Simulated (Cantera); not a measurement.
A perfectly stirred reactor is fed with 2.78 % C3H8, 97.2 % H2, at 0.000500 bar; it is held at 1850 K, and followed from long to short residence time.

Detailed kinetics in Cantera: GRI-Mech 3.0 (53 species, 325 reactions). GRI-Mech 3.0 was tuned for natural gas; its chemistry of propane as a main component is partial and can be far from experiment. GRI-Mech 3.0 stops at C3 and has no aromatics, soot or wall deposition, so with more carbon than oxygen in the feed, carbon stays in small species such as C2H2 where larger ones or solid carbon would form. Radical loss at walls, strong at low pressure, is not modelled.

x: mole fraction; the columns are a selection and need not sum to one.

```json
[
 {"τ (s)": "0.67", "x C3H8": "3.08e-5", "x H2": "0.943", "x CH4": "0.0214", "x CH2": "1.28e-5", "x H": "0.00595", "x C2H": "1.81e-6"},
 {"τ (s)": "0.29", "x C3H8": "___", "x H2": "0.940", "x CH4": "___", "x CH2": "___", "x H": "0.00626", "x C2H": "1.69e-6"},
 {"τ (s)": "0.12", "x C3H8": "0.000162", "x H2": "0.937", "x CH4": "0.0299", "x CH2": "1.94e-5", "x H": "0.00662", "x C2H": "1.54e-6"},
 {"τ (s)": "0.052", "x C3H8": "0.000362", "x H2": "0.935", "x CH4": "0.0321", "x CH2": "2.25e-5", "x H": "0.00693", "x C2H": "1.36e-6"},
 {"τ (s)": "0.022", "x C3H8": "___", "x H2": "0.934", "x CH4": "0.0324", "x CH2": "___", "x H": "0.00713", "x C2H": "___"},
 {"τ (s)": "0.0095", "x C3H8": "0.00187", "x H2": "0.935", "x CH4": "0.0304", "x CH2": "2.83e-5", "x H": "0.00707", "x C2H": "6.95e-7"},
 {"τ (s)": "0.0040", "x C3H8": "0.00429", "x H2": "0.938", "x CH4": "0.0250", "x CH2": "2.86e-5", "x H": "0.00636", "x C2H": "2.92e-7"}
]
```

Task: Complete the blanks.

Result: 
- 0.29, x C3H8: 6.94e-5
- 0.29, x CH4: 0.0260
- 0.29, x CH2: 1.60e-5
- 0.022, x C3H8: 0.000830
- 0.022, x CH2: 2.56e-5
- 0.022, x C2H: 1.08e-6
